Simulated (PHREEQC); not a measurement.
Ca(OH)2 is added in steps, without added water, to 1 kg of water holding 0.033 mol HCl, 0.0038 mol Li2SO4 and 0.00045 mol Na2SO4, at 83 °C. Oxygen is held at 0.21 atm. CO2 from the air is kept out. Solids allowed: Gypsum, Portlandite, Halite, Mirabilite. Others were left out.

Base run: PHREEQC, ion-association model, wateq4f.dat. Each further column changes one thing. The table gives HSO4- (mol/kgw).

| Ca(OH)2 added (mol) | base | temperature from 83 to 65 °C | Na2SO4 from 0.00045 to 0.0009 mol/kgw | diluted 5-fold with water | no solid may form |
|---|---|---|---|---|---|
| 0 | 0.00364 | … | 0.00401 | 0.000541 | 0.00364 |
| 0.00275 | 0.00338 | … | 0.00373 | 0.000141 | 0.00338 |
| 0.0055 | 0.00307 | 0.00269 | 0.00338 | 1.16e-11 | 0.00307 |
| 0.00825 | 0.00267 | 0.00226 | 0.00294 | 4.55e-12 | 0.00267 |
| 0.011 | 0.00212 | … | 0.00232 | … | 0.00212 |
| 0.01375 | 0.00130 | 0.000999 | 0.00142 | 2.42e-12 | 0.00130 |
| 0.0165 | 2.37e-7 | 1.05e-7 | 2.59e-7 | 2.42e-12 | 2.37e-7 |
| 0.01925 | 3.23e-11 | 8.83e-12 | 3.59e-11 | 2.42e-12 | 3.23e-11 |
| 0.022 | 1.54e-11 | 4.22e-12 | 1.71e-11 | 2.42e-12 | 1.54e-11 |

Problem. Fill in the missing entries.

Solution. 
- 0, temperature from 83 to 65 °C: 0.00335
- 0.00275, temperature from 83 to 65 °C: 0.00304
- 0.011, temperature from 83 to 65 °C: 0.00172
- 0.011, diluted 5-fold with water: 2.67e-12

Away from 25 °C the constants follow the database's enthalpies or fits; those with neither stay at their 25 °C values.
